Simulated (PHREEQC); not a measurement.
0.1 mol of Fluorite (CaF2) is brought to equilibrium with 1 kg of water holding 30 mmol/kgw NaCl, at 25 °C, the pH being set by adding NaOH or HCl. Oxygen alone is held at its pressure in air (log pO2 = -0.68). No CO2 enters from the air. The run lets Fluorite precipitate or redissolve, and no other solid.

The numbers come from PHREEQC with the ion-association model, wateq4f.dat.

Task: Predict HF (mol/kgw), CaOH+ (mol/kgw) at pH = 6.38, 6.94, 10.31.

Result: 
| pH | HF (mol/kgw) | CaOH+ (mol/kgw) |
|---|---|---|
| 6.38 | 2.66e-7 | 6.36e-11 |
| 6.94 | 7.32e-8 | 2.31e-10 |
| 10.31 | 3.13e-11 | 5.40e-7 |

Complexes and solids missing from the database can't appear.
